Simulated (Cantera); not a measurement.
Feed: 1 mol Fe3O4, 0.32 mol CH4, 0.67 mol N2, 9 mol CO, at 270 Torr.

These are equilibrium values from Cantera (NASA tables, ideal gas, pure condensed phases), not measurements of a reactor. Candidate condensed phases: C, C6H6, C7H8, C8H18, Fe, Fe(CO)5, FeO, Fe(OH)2, Fe(OH)3, Fe2O3, Fe3O4, H2O; 140 gas species. Each liquid is taken as pure. Mutual solubility and eutectic melting of coexisting phases are not modelled. The tables' stoichiometric FeO is somewhat more stable than real wüstite, so its field is too wide. FeO: taken at fixed stoichiometry. Equilibrium is a limit: real reactors are often held back by kinetics, nucleation or transport.

**Question.** Which condensed phases are stable at each of these points (T (K)): 1925, 2025, 2125, 2225, 2325, 2425, 2525?

**Answer.** 
```csv
T (K),condensed phases,Fe condensed (%)
1925,Fe(l) + FeO(l),99.8
2025,Fe(l) + FeO(l),99.5
2125,Fe(l) + FeO(l),98.6
2225,Fe(l) + FeO(l),96.5
2325,Fe(l) + FeO(l),91.6
2425,FeO(l),85.1
2525,FeO(l),76.0
```

From 1925 K to 2325 K the condensed part is Fe(l) + FeO(l). From 2425 K to 2525 K the condensed part is FeO(l).
